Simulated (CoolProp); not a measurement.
Vapour-liquid equilibrium of R227EA (1) + isobutene (2) at 0.261 bar; x and y are mole fractions of (1).

Model: multi-fluid Helmholtz-energy mixture model, Lemmon 2016 and Lemmon 2005; pair parameters Bell 2016, in CoolProp.

```csv
x,"bubble temperature, mixture model (K)","bubble temperature, Raoult's law (K)","y, mixture model","y, Raoult's law"
0.05,231.7,235.6,0.235,0.070
0.15,227.9,234.8,0.424,0.202
0.25,226.5,234.0,0.496,0.323
0.35,225.9,233.3,0.531,0.435
0.45,225.7,232.6,0.554,0.539
0.55,225.5,232.0,0.577,0.636
0.65,225.6,231.4,0.609,0.726
0.75,225.8,230.8,0.659,0.810
0.85,226.6,230.2,0.743,0.890
0.95,228.2,229.7,0.888,0.964
```

The largest gap from Raoult's law is -7.5 K in bubble temperature, at x = 0.25. y crosses x between x = 0.55 and 0.65: the model has an azeotrope there.

Pair parameters are fitted to limited data, so mixtures are less certain than the pure fluids.
